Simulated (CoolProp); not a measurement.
Carbon monoxide at 455.36 K and 1.46 MPa is throttled through a valve to 0.597 MPa with no heat exchange. Each further row changes one setting.

Computed with CoolProp (reference Helmholtz-energy equation of state, Lemmon 2006). It is a short technical equation, of lower accuracy than the large ones.

```json
[
 {"case": "as stated", "temperature change (K)": "-0.7", "final density (kg/m³)": "4.41"},
 {"case": "outlet pressure 0.179 MPa", "temperature change (K)": "-1.0", "final density (kg/m³)": "1.33"},
 {"case": "outlet pressure 0.776 MPa", "temperature change (K)": "-0.5", "final density (kg/m³)": "5.73"}
]
```
